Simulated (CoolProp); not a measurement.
Vapour-liquid equilibrium of hydrogen chloride (1) + propane (2) at 276.5 K; x and y are mole fractions of (1).

Values from CoolProp's multi-fluid Helmholtz-energy mixture model, Thol 2018 and Lemmon 2009; pair parameters Bell 2016.

Task: Give the bubble pressure and the first vapour's composition at x = 0.45, 0.65, 0.85. Is there an azeotrope?

Result: x = 0.45: 1903 kPa, y = 0.769; x = 0.65: 2268 kPa, y = 0.842; x = 0.85: 2593 kPa, y = 0.919. No azeotrope shows between x = 0.05 and 0.95.

Pair parameters are fitted to limited data, so mixtures are less certain than the pure fluids.
